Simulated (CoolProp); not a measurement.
Nitrous oxide at several states: fugacity coefficient from the reference equation and from simpler models built on Tc = 36.4 °C, pc = 7.245 MPa, ω = 0.161; each cubic takes its own stable root.

Model: reference Helmholtz-energy equation of state, Lemmon 2006, in CoolProp. It is a short technical equation, of lower accuracy than the large ones.

```tsv
T (°C)	p (MPa)	phase	reference
-23.25	10.2	liquid	0.1616
13.05	0.0153	gas	0.9991
25.95	26.9	liquid	0.2311
-53.45	0.339	gas	0.9526
182.75	1.14	gas	0.9858
```

How far does each simpler model (van der Waals, Soave-Redlich-Kwong) lie from the reference over these 5 states: mean and median of the absolute difference, and the worst?


- van der Waals: mean 22.6 %, median 1.7 %, worst +78.2 % at -23.25 °C and 10.2 MPa
- Soave-Redlich-Kwong: mean 2.1 %, median 0.4 %, worst +6.8 % at 25.95 °C and 26.9 MPa
